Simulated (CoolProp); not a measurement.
Saturated liquid density (kg/m³) of chlorine: the reference equation beside estimates from Tc = 416.9 K, pc = 76.42 bar, ω = 0.070. Rackett uses Z = 0.29056 − 0.08775 ω.

The numbers come from the reference Helmholtz-energy equation of state, Thol 2021 in CoolProp.

```json
[
 {"T (K)": "195.9", "reference": "1681", "Rackett": "1569", "van der Waals": "1042", "Peng-Robinson": "1731"},
 {"T (K)": "208.4", "reference": "1647", "Rackett": "1542", "van der Waals": "1025", "Peng-Robinson": "1703"},
 {"T (K)": "220.9", "reference": "1614", "Rackett": "1514", "van der Waals": "1008", "Peng-Robinson": "1674"},
 {"T (K)": "233.4", "reference": "1580", "Rackett": "1486", "van der Waals": "989.3", "Peng-Robinson": "1643"},
 {"T (K)": "245.8", "reference": "1545", "Rackett": "1457", "van der Waals": "970.5", "Peng-Robinson": "1611"},
 {"T (K)": "258.3", "reference": "1510", "Rackett": "1427", "van der Waals": "950.6", "Peng-Robinson": "1576"},
 {"T (K)": "270.8", "reference": "1475", "Rackett": "1396", "van der Waals": "929.8", "Peng-Robinson": "1538"},
 {"T (K)": "283.3", "reference": "1438", "Rackett": "1363", "van der Waals": "908.0", "Peng-Robinson": "1498"},
 {"T (K)": "295.8", "reference": "1400", "Rackett": "1329", "van der Waals": "884.9", "Peng-Robinson": "1455"},
 {"T (K)": "308.3", "reference": "1361", "Rackett": "1294", "van der Waals": "860.4", "Peng-Robinson": "1408"},
 {"T (K)": "320.8", "reference": "1319", "Rackett": "1256", "van der Waals": "834.3", "Peng-Robinson": "1357"},
 {"T (K)": "333.3", "reference": "1276", "Rackett": "1217", "van der Waals": "806.2", "Peng-Robinson": "1302"},
 {"T (K)": "345.8", "reference": "1229", "Rackett": "1174", "van der Waals": "775.8", "Peng-Robinson": "1240"}
]
```

Absolute difference from the reference over all 13 rows, mean and median: Rackett 5.4 and 5.4 %, van der Waals 37.1 and 37.0 %, Peng-Robinson 3.4 and 3.7 %.
